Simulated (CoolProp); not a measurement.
Oxygen at 298.15 K and 6.49 MPa is compressed adiabatically to 38.3 MPa with isentropic efficiency 0.85. Each further row changes one setting.

Computed with CoolProp (reference Helmholtz-energy equation of state, Schmidt 1985).

```csv
case,work (kJ/kg),final temperature (K),final density (kg/m³)
as stated,217,525.4,249
efficiency 1,(withheld),495.7,265
efficiency 0.65,284,(withheld),(withheld)
```

Some entries are withheld; supply them.


- efficiency 1, work (kJ/kg): 185
- efficiency 0.65, final temperature (K): 586.8
- efficiency 0.65, final density (kg/m³): 223

Above 300 K oxygen's equation is extrapolated.
